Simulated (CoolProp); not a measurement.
Vapour-liquid equilibrium of ethane (1) + C2F6 (R116) (2) at 182.4 K; x and y are mole fractions of (1).

Values from CoolProp's multi-fluid Helmholtz-energy mixture model, Bücker 2006 and Lemmon 2006; pair parameters Bell 2016.

| x | bubble pressure, mixture model (MPa) | bubble pressure, Raoult's law (MPa) | y, mixture model | y, Raoult's law |
|---|---|---|---|---|
| 0.05 | [?] | 0.05063 | 0.260 | 0.089 |
| 0.125 | 0.08142 | 0.05374 | [?] | 0.209 |
| 0.2 | [?] | 0.05684 | 0.570 | 0.317 |
| 0.275 | 0.1047 | 0.05995 | 0.629 | 0.413 |
| 0.35 | 0.1102 | 0.06306 | 0.663 | 0.499 |
| 0.425 | 0.1130 | 0.06617 | [?] | 0.578 |
| 0.5 | [?] | 0.06928 | 0.689 | 0.650 |
| 0.575 | 0.1143 | 0.07238 | 0.692 | 0.715 |
| 0.65 | 0.1143 | 0.07549 | 0.692 | 0.775 |
| 0.725 | 0.1143 | 0.07860 | 0.695 | 0.830 |
| 0.8 | [?] | 0.08171 | [?] | 0.881 |
| 0.875 | 0.1113 | 0.08482 | 0.743 | 0.928 |
| 0.95 | [?] | 0.08792 | 0.840 | 0.972 |

Q: Some entries are withheld; supply them.

A: 
- 0.05, bubble pressure, mixture model (MPa): 0.06286
- 0.125, y, mixture model: 0.465
- 0.2, bubble pressure, mixture model (MPa): 0.09540
- 0.425, y, mixture model: 0.680
- 0.5, bubble pressure, mixture model (MPa): 0.1140
- 0.8, bubble pressure, mixture model (MPa): 0.1138
- 0.8, y, mixture model: 0.707
- 0.95, bubble pressure, mixture model (MPa): 0.1029

The largest gap from Raoult's law is +74.8 % in bubble pressure, at x = 0.35. y crosses x between x = 0.65 and 0.725: the model has an azeotrope there.

The pair parameters rest on a limited set of measurements; away from them the model extrapolates. With so large a gap from Raoult's law the liquid may split in two, which this calculation doesn't test in full.
